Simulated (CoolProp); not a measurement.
Values from CoolProp's reference Helmholtz-energy equation of state, Setzmann 1991.

Q: Give the vapour pressure (kPa), liquid density (kg/m³), vapour Z, surface tension (mN/m) of saturated methane at 139.8, 145.4 K.

A: 
```
T (K)  p (kPa)  liquid density (kg/m³)  vapour Z  surface tension (mN/m)
-----  -------  ----------------------  --------  ----------------------
139.8      635                     377     0.871                    7.60
145.4      839                     367     0.844                    6.59
```

Surface tension comes from a separate correlation (Mulero 2012).
